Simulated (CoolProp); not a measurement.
R141b at 298.15 K and 1.2 MPa is throttled through a valve to 0.762 MPa with no heat exchange. Each further row changes one setting.

Model: reference Helmholtz-energy equation of state, Lemmon 2006, in CoolProp. It is a short technical equation, of lower accuracy than the large ones.

```json
[
 {"case": "as stated", "temperature change (K)": "(withheld)", "final density (kg/m³)": "1230"},
 {"case": "outlet pressure 0.229 MPa", "temperature change (K)": "(withheld)", "final density (kg/m³)": "1230"},
 {"case": "outlet pressure 0.991 MPa", "temperature change (K)": "(withheld)", "final density (kg/m³)": "(withheld)"}
]
```

**Question.** Complete the blanks.

**Answer.** 
- as stated, temperature change (K): +0.2
- outlet pressure 0.229 MPa, temperature change (K): +0.4
- outlet pressure 0.991 MPa, temperature change (K): +0.1
- outlet pressure 0.991 MPa, final density (kg/m³): 1240
